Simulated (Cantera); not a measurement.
What does this Cantera script print?

```python
import numpy as np
import cantera as ct

gas = ct.Solution("gri30.yaml")
gas.TPX = 1050, 1600000, {'CH4': 1, 'H2': 1.2, 'O2': 1.62, 'N2': 7.8}
reactor = ct.IdealGasReactor(gas, energy="on", clone=False)
net = ct.ReactorNet([reactor])
net.rtol, net.atol = 1e-08, 1e-16
show = ['CH4', 'H2', 'O2', 'CH2', 'HCO']
times = np.geomspace(6e-06, 0.3, 16)

steps = ct.SolutionArray(gas, extra=["t"])
rows = []
print(f"{'t/s':>10s}{'T/K':>9s}{'P/Pa':>11s}" + "".join(f"{s:>11s}" for s in show))
for t in times:
    while net.time < t:
        t_next = net.step()
        steps.append(gas.state, t=t_next)
    rows.append([np.interp(t, steps.t, y) for y in (steps.T, steps.P, *steps(*show).X.T)])
    print(f"{t:10.3e}{rows[-1][0]:9.1f}{rows[-1][1]:11.4g}" + "".join(f"{x:11.3e}" for x in rows[-1][2:]))
rate = np.gradient(steps.T, steps.t)
print("integrator steps:", len(steps.t))
if steps.T.max() > steps.T[0] + 200:
    print(f"time of steepest temperature rise: {steps.t[rate.argmax()]:.4e} s")
gas.TPX = 1050, 1600000, {'CH4': 1, 'H2': 1.2, 'O2': 1.62, 'N2': 7.8}
gas.equilibrate("UV")
print(f"equilibrium (UV): T = {gas.T:.1f} K  " + "  ".join(f"{s} {gas[s].X[0]:.3e}" for s in show))
```

Result:

```
       t/s      T/K       P/Pa        CH4         H2         O2        CH2        HCO
 6.000e-06   1050.0    1.6e+06  8.606e-02  1.033e-01  1.394e-01  6.881e-20  9.694e-19
 1.234e-05   1050.0    1.6e+06  8.606e-02  1.033e-01  1.394e-01  1.112e-19  3.062e-18
 2.539e-05   1050.0    1.6e+06  8.606e-02  1.033e-01  1.394e-01  1.608e-19  8.587e-18
 5.223e-05   1050.0    1.6e+06  8.606e-02  1.033e-01  1.394e-01  2.923e-19  2.361e-17
 1.075e-04   1050.0    1.6e+06  8.606e-02  1.033e-01  1.394e-01  9.012e-19  7.507e-17
 2.210e-04   1050.0    1.6e+06  8.606e-02  1.033e-01  1.394e-01  5.595e-18  3.554e-16
 4.547e-04   1050.0    1.6e+06  8.606e-02  1.033e-01  1.394e-01  8.678e-17  4.458e-15
 9.354e-04   1050.2    1.6e+06  8.606e-02  1.032e-01  1.394e-01  5.801e-15  4.733e-13
 1.924e-03   1057.8  1.611e+06  8.586e-02  1.026e-01  1.388e-01  1.202e-12  2.503e-10
 3.959e-03   2664.7  4.201e+06  1.074e-09  9.665e-02  1.149e-05  1.957e-11  7.497e-07
 8.143e-03   2664.7  4.201e+06  1.074e-09  9.665e-02  1.149e-05  1.957e-11  7.497e-07
 1.675e-02   2664.7  4.201e+06  1.074e-09  9.665e-02  1.149e-05  1.957e-11  7.497e-07
 3.446e-02   2664.7  4.201e+06  1.074e-09  9.665e-02  1.149e-05  1.957e-11  7.497e-07
 7.089e-02   2664.7  4.201e+06  1.074e-09  9.665e-02  1.149e-05  1.957e-11  7.497e-07
 1.458e-01   2664.7  4.201e+06  1.074e-09  9.665e-02  1.149e-05  1.957e-11  7.497e-07
 3.000e-01   2664.7  4.201e+06  1.074e-09  9.665e-02  1.149e-05  1.957e-11  7.497e-07
integrator steps: 2285
time of steepest temperature rise: 2.7204e-03 s
equilibrium (UV): T = 2664.7 K  CH4 1.200e-09  H2 9.665e-02  O2 1.149e-05  CH2 2.156e-11  HCO 7.497e-07
```

Model: GRI-Mech 3.0 (53 species, 325 reactions), integrated in Cantera. The pressure lies above the range GRI-Mech 3.0 was tuned for (to about 10 atm).
